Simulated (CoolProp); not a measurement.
Properties of n-perfluorobutane along the isobar 0.101 MPa.

Values from CoolProp's reference Helmholtz-energy equation of state, Gao 2022.

| T (°C) | phase | Joule-Thomson coefficient (K/MPa) | isothermal compressibility (1/MPa) | fugacity coefficient |
|---|---|---|---|---|
| -14.85 | liquid | -0.2529 | 0.002869 | 0.5643 |
| 2.55 | gas | 17.36 | 10.39 | 0.9571 |
| 19.95 | gas | 14.56 | 10.29 | 0.9648 |
| 37.35 | gas | 12.40 | 10.22 | 0.9709 |
| 54.85 | gas | 10.69 | 10.16 | 0.9757 |
| 72.25 | gas | 9.343 | 10.12 | 0.9796 |
| 89.65 | gas | 8.252 | 10.08 | 0.9827 |
| 107.15 | gas | 7.350 | 10.05 | 0.9853 |
| 124.55 | gas | 6.605 | 10.03 | 0.9874 |
| 141.95 | gas | 5.975 | 10.01 | 0.9892 |
| 159.45 | gas | 5.435 | 9.995 | 0.9907 |
| 176.85 | gas | 4.972 | 9.982 | 0.9920 |
